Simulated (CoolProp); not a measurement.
A closed Brayton cycle with carbon dioxide: compressor inlet 317.15 K and 9.9 MPa, high pressure 27.1 MPa, turbine inlet 975 K, compressor efficiency 0.85, turbine efficiency 0.85, recuperator effectiveness 0.95 (on enthalpy, no pinch check). Each further row changes one setting.

The numbers come from the reference Helmholtz-energy equation of state, Span 1996 in CoolProp.

| case | thermal efficiency (%) | net work (kJ/kg) | compressor to turbine work | compressor exit (K) | turbine exit (K) |
|---|---|---|---|---|---|
| as stated | 40.1 | 117 | 0.22 | 363.1 | 847.8 |
| turbine inlet 925 K | 38.7 | (withheld) | (withheld) | 363.1 | 802.0 |
| compressor inlet 327.15 K | (withheld) | 104 | 0.31 | 399.6 | 847.8 |
| high pressure 23 MPa | 38.3 | (withheld) | (withheld) | 355.1 | 867.8 |
| recuperator effectiveness 0.5 | 21.1 | 117 | 0.22 | 363.1 | 847.8 |

**Question.** Some entries are withheld; supply them.

**Answer.** 
- turbine inlet 925 K, net work (kJ/kg): 109
- turbine inlet 925 K, compressor to turbine work: 0.23
- compressor inlet 327.15 K, thermal efficiency (%): 39.1
- high pressure 23 MPa, net work (kJ/kg): 101
- high pressure 23 MPa, compressor to turbine work: 0.20
